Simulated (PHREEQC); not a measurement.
Na2SO4 is added in steps, without added water, to 1 kg of water holding 87 mmol/kgw NH4Cl and 0.24 mmol/kgw HCl, at 20 °C. O2 is buffered at 0.21 atm. The system is closed to CO2. Solids allowed: Halite, Mirabilite. Others were left out.

Base run: PHREEQC, ion-association model, wateq4f.dat. Each further column changes one thing. The table gives SO4-2 (mol/kgw).

```tsv
Na2SO4 added (mol)	base	database phreeqc.dat	Debye-Hückel limiting law	Davies equation for every ion	all activity coefficients set to 1
0	0	0	0	0	0
0.01275	0.00890	0.00903	0.0102	0.00888	0.00586
0.02975	0.0209	0.0212	(withheld)	0.0207	0.0133
0.0425	0.0298	0.0303	0.0359	0.0293	(withheld)
0.05525	0.0386	0.0394	(withheld)	0.0378	0.0235
0.07225	0.0502	0.0513	0.0630	0.0486	0.0296
0.085	0.0587	0.0600	0.0749	(withheld)	0.0340
0.09775	0.0672	0.0687	0.0869	0.0641	0.0381
0.1148	0.0782	0.0800	0.103	0.0738	0.0432
0.1275	0.0863	0.0884	0.115	0.0807	0.0468
0.1403	0.0943	0.0966	(withheld)	0.0874	0.0502
0.1573	0.105	0.107	0.145	0.0960	0.0545
0.17	0.113	0.115	0.157	0.102	0.0576
```

Question: Some entries are withheld; supply them.

Answer: 
- 0.02975, Debye-Hückel limiting law: 0.0247
- 0.0425, all activity coefficients set to 1: 0.0185
- 0.05525, Debye-Hückel limiting law: 0.0474
- 0.085, Davies equation for every ion: 0.0565
- 0.1403, Debye-Hückel limiting law: 0.128

 phreeqc.dat and wateq4f.dat share most of their constants, so their agreement is no independent check. Solids allowed in the column 'database phreeqc.dat': Halite.
